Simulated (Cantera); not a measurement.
A closed system holds: 1 mol SiCl4, 1.9 mol O2, 14 mol N2, equilibrated at 973 K and 0.600 bar.

Method: chemical equilibrium by Gibbs-energy minimisation in Cantera with the NASA 1993 tables (ideal gas, pure condensed phases). Candidate condensed phases: Si, SiO2, Si2N2O, Si3N4; 23 gas species. Rates play no part.

Base state: N2 0.828, Cl2 0.118, O2 0.0532, Cl 0.000114, NO 1.19e-5 (mole fractions); condensed: SiO2(β-quartz).

**Question.** What changes in the equilibrium state with this change: O2 from 1.9 to 0.65 mol?

**Answer.** 
| species | before | after |
|---|---|---|
| N2 | 0.828 | 0.895 |
| Cl2 | 0.118 | 0.0830 |
| SiCl4 | <1e-9 | 0.0224 |
| O2 | 0.0532 | <1e-9 |
| NO | 1.19e-5 | <1e-9 |
| Cl | 0.000114 | 9.54e-5 |
| SiO2(β-quartz), mol | 1.00 | 0.650 |
